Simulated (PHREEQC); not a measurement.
0.35 g of hydrous ferric oxide (600 m²/g; 0.2 weak and 0.005 strong sites per Fe, Dzombak-Morel constants, diffuse double layer) in 1 kg of water with 0.3 mol/kgw of an inert sodium salt and 0.015 mmol/kgw CuCl2, at 25 °C; the pH is set by adding NaOH or the inert anion's acid. Oxygen alone is held at its pressure in air (log pO2 = -0.68). The system is closed to CO2. Nothing may precipitate in this run.

The numbers come from PHREEQC with the ion-association model, wateq4f.dat.

**Question.** Predict surface charge σ (C/m²) at pH = 4.5, 6, 7.5, 8.

**Answer.** 
```
pH   surface charge σ (C/m²)
---  -----------------------
4.5                    0.319
6                      0.156
7.5                    0.036
8                      0.008
```

The database's constant for dissolved Cu(OH)2 is higher than later reviews accept.
